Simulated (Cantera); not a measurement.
A perfectly stirred reactor is fed with H2 : O2 : N2 = 0.26 : 1 : 0.66 (molar parts), at 0.0263 atm; it is held at 1325 K, and followed from long to short residence time.

Cantera simulation using the H2/O2 subset of GRI-Mech 3.0, which has no nitrogen chemistry; the numbers are that mechanism's predictions, not measurements. Radical loss at walls, strong at low pressure, is not modelled. The temperature is held fixed by assumption; the heat of reaction is taken as removed at once.

| quantity | before | after |
|---|---|---|
| x(H2) at τ = 1.00 s | 0.000343 | 0.000427 |
| x(O2) at τ = 1.00 s | 0.484 | 0.485 |
| x(O) at τ = 1.00 s | 0.00182 | 0.000947 |
| x(HO2) at τ = 1.00 s | 2.63e-6 | 4.93e-6 |
| x(H) at τ = 1.00 s | 0.000253 | 0.000162 |
| x(H2) at τ = 59.0 ms | 0.00201 | 0.00238 |
| x(O2) at τ = 59.0 ms | 0.476 | 0.481 |
| x(O) at τ = 59.0 ms | 0.0111 | 0.00565 |
| x(HO2) at τ = 59.0 ms | 5.77e-6 | 9.65e-6 |
| x(H) at τ = 59.0 ms | 0.00386 | 0.00258 |

Name the change that produced these shifts.
(A) temperature 1325 to 973 K
(B) temperature 1325 to 1125 K
(C) H2 0.26 to 0.18 parts
(D) pressure from 0.0263 atm to 0.00316 atm

B, temperature 1325 to 1125 K
